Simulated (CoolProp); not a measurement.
Properties of sulfur dioxide at several states.

The numbers come from the reference Helmholtz-energy equation of state, Gao 2016 in CoolProp.

```
T (K)  p (MPa)   phase           Z  cp (kJ/(kg K))  speed of sound (m/s)  isothermal compressibility (1/MPa)  expansivity (1/kK)
-----  -------  ------  ----------  --------------  --------------------  ----------------------------------  ------------------
376.2     6.72  liquid      0.1221           1.619            (withheld)                          (withheld)               3.739
221.6   0.0119  liquid  (withheld)      (withheld)                  1201                          (withheld)          (withheld)
399.3     11.9  liquid      0.2158      (withheld)                 514.7                            0.007473               4.178
328.1   0.0246     gas      0.9972          0.6436            (withheld)                               40.77               3.080
```

**Question.** What belongs in the gaps?

**Answer.** 
- 376.2, speed of sound (m/s): 560.8
- 376.2, isothermal compressibility (1/MPa): 0.005701
- 221.6, Z: 0.0002639
- 221.6, cp (kJ/(kg K)): 1.366
- 221.6, isothermal compressibility (1/MPa): 0.0007097
- 221.6, expansivity (1/kK): 1.608
- 399.3, cp (kJ/(kg K)): 1.668
- 328.1, speed of sound (m/s): 230.7
